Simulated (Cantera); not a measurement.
Mixture: 16.0 % CH4, 16.8 % O2, 63.5 % N2, 3.69 % CO2, at 1.20 bar, adiabatic and at constant pressure. Ignition delay is the time to a rise of 400 K.

Model: GRI-Mech 3.0 (53 species, 325 reactions), integrated in Cantera.

Question: Predict: delay at 1000 K; delay at 1075 K; delay at 1150 K; delay at 1225 K; delay at 1300 K; delay at 1375 K; delay at 1450 K; apparent activation energy between 1300 and 1450 K.

Answer: 
```json
{
 "delay at 1000 K": "1.39 s",
 "delay at 1075 K": "0.395 s",
 "delay at 1150 K": "0.124 s",
 "delay at 1225 K": "42.3 ms",
 "delay at 1300 K": "15.6 ms",
 "delay at 1375 K": "6.09 ms",
 "delay at 1450 K": "2.53 ms",
 "apparent activation energy between 1300 and 1450 K": "190 kJ/mol"
}
```
